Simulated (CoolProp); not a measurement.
Vapour-liquid equilibrium of n-perfluorobutane (1) + R365MFC (2) at 4.25 °C; x and y are mole fractions of (1).

Model: multi-fluid Helmholtz-energy mixture model, Gao 2022 and Lemmon 2016; pair parameters Bell 2016, in CoolProp.

```
x     bubble pressure (MPa)  y at the bubble point  dew pressure at overall composition x (MPa)  liquid density (mol/L)
----  ---------------------  ---------------------  -------------------------------------------  ----------------------
0.05                0.05139                  0.571                                      0.02390                   8.637
0.15                0.08407                  0.752                                      0.02664                   8.358
0.25                0.09891                  0.798                                      0.03010                   8.092
0.35                 0.1059                  0.818                                      0.03458                   7.840
0.45                 0.1099                  0.830                                      0.04060                   7.605
0.55                 0.1131                  0.841                                      0.04912                   7.385
0.65                 0.1164                  0.855                                      0.06205                   7.183
0.75                 0.1202                  0.877                                      0.08351                   6.998
0.85                 0.1243                  0.910                                       0.1153                   6.830
0.95                 0.1281                  0.963                                       0.1274                   6.680
```

No azeotrope shows between x = 0.05 and 0.95.

Pair parameters are fitted to limited data, so mixtures are less certain than the pure fluids. With so large a gap from Raoult's law the liquid may split in two, which this calculation doesn't test in full.
